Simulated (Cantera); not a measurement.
Mixture: H2 : O2 : N2 = 1 : 0.588 : 2.29 (molar parts), equivalence ratio 0.85, at 38.0 bar, adiabatic and at constant pressure. Ignition delay is the time to a rise of 400 K.

Model: GRI-Mech 3.0 (53 species, 325 reactions), integrated in Cantera. The hydrogen kinetics of GRI-Mech 3.0 are dated; newer H2 mechanisms differ, most at raised pressure. The pressure lies above the range GRI-Mech 3.0 was tuned for (to about 10 atm). Below about 950 K walls govern HO2 and H2O2 in real vessels.

**Question.** Predict: delay at 948 K; delay at 1098 K; delay at 1248 K; delay at 1398 K; delay at 1548 K.

**Answer.** 
* **delay at 948 K**: 15.8 ms
* **delay at 1098 K**: 0.675 ms
* **delay at 1248 K**: 53.5 µs
* **delay at 1398 K**: 4.39 µs
* **delay at 1548 K**: 0.543 µs
